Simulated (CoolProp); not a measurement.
R11 along the isotherm 500 K: Z from the reference equation and from simpler models built on Tc = 471.1 K, pc = 44.08 bar, ω = 0.189; each cubic takes its own stable root.

Model: reference Helmholtz-energy equation of state, Jacobsen 1992, in CoolProp.

```json
[
 {"p (bar)": "0.697", "phase": "gas", "reference": "0.9956"},
 {"p (bar)": "1.09", "phase": "gas", "reference": "0.9932"},
 {"p (bar)": "1.69", "phase": "gas", "reference": "0.9894"},
 {"p (bar)": "2.63", "phase": "gas", "reference": "0.9834"},
 {"p (bar)": "4.1", "phase": "gas", "reference": "0.9740"},
 {"p (bar)": "6.38", "phase": "gas", "reference": "0.9590"},
 {"p (bar)": "9.93", "phase": "gas", "reference": "0.9351"},
 {"p (bar)": "15.5", "phase": "gas", "reference": "0.8956"},
 {"p (bar)": "24.1", "phase": "gas", "reference": "0.8291"},
 {"p (bar)": "37.5", "phase": "gas", "reference": "0.7070"},
 {"p (bar)": "58.4", "phase": "supercritical", "reference": "0.4311"},
 {"p (bar)": "90.9", "phase": "supercritical", "reference": "0.3590"},
 {"p (bar)": "142", "phase": "supercritical", "reference": "0.4836"},
 {"p (bar)": "220", "phase": "supercritical", "reference": "0.6815"}
]
```

Q: How far does each simpler model (van der Waals, Redlich-Kwong) lie from the reference over these 14 states: mean and median of the absolute difference, and the worst?

A: 
- van der Waals: mean 6.9 %, median 0.6 %, worst +29.3 % at 500 K and 220 bar
- Redlich-Kwong: mean 1.6 %, median 0.3 %, worst +9.9 % at 500 K and 90.9 bar
